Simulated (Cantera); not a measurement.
A closed system holds: 1 mol CH3SiCl3, 0.19 mol C2H2, 5.8 mol H2, at 948.15 K.

Method: chemical equilibrium by Gibbs-energy minimisation in Cantera with the NASA 1993 tables (ideal gas, pure condensed phases). Candidate condensed phases: C, C6H6, C7H8, C8H18, Si, SiC; 109 gas species. The feed counts by its element totals alone. Equilibrium is a limit: real reactors are often held back by kinetics, nucleation or transport.

Task: What share of the Si ends up in condensed phases as a function of P (Pa), at 100, 240, 560, 1300, 3200, 7500, 18000, 42000, 100000?

Result: 
```csv
P (Pa),Si condensed (%),as
100,72.9,SiC(s)
240,66.0,SiC(s)
560,59.7,SiC(s)
1300,54.1,SiC(s)
3200,48.7,SiC(s)
7500,44.3,SiC(s)
18000,40.3,SiC(s)
42000,36.8,SiC(s)
100000,33.5,SiC(s)
```
